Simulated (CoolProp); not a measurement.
Octamethylcyclotetrasiloxane (D4) along the isotherm 346.85 °C: fugacity coefficient from the reference equation and from simpler models built on Tc = 313.4 °C, pc = 1347 kPa, ω = 0.598; each cubic takes its own stable root.

Model: reference Helmholtz-energy equation of state, Thol 2015, in CoolProp.

```
p (kPa)  phase  reference
-------  -----  ---------
51.8       gas     0.9891
104        gas     0.9782
155        gas     0.9676
207        gas     0.9568
259        gas     0.9460
311        gas     0.9353
363        gas     0.9247
415        gas     0.9140
466        gas     0.9037
518        gas     0.8931
570        gas     0.8827
622        gas     0.8722
674        gas     0.8618
```

Problem. How far does each simpler model (van der Waals, Redlich-Kwong, Soave-Redlich-Kwong, Peng-Robinson) lie from the reference over these 13 states: mean and median of the absolute difference, and the worst?

Solution. 
- van der Waals: mean 0.6 %, median 0.6 %, worst +1.1 % at 346.85 °C and 674 kPa
- Redlich-Kwong: mean 0.2 %, median 0.2 %, worst -0.3 % at 346.85 °C and 674 kPa
- Soave-Redlich-Kwong: mean 0.4 %, median 0.4 %, worst +0.7 % at 346.85 °C and 674 kPa
- Peng-Robinson: mean 0.6 %, median 0.6 %, worst -1.0 % at 346.85 °C and 674 kPa
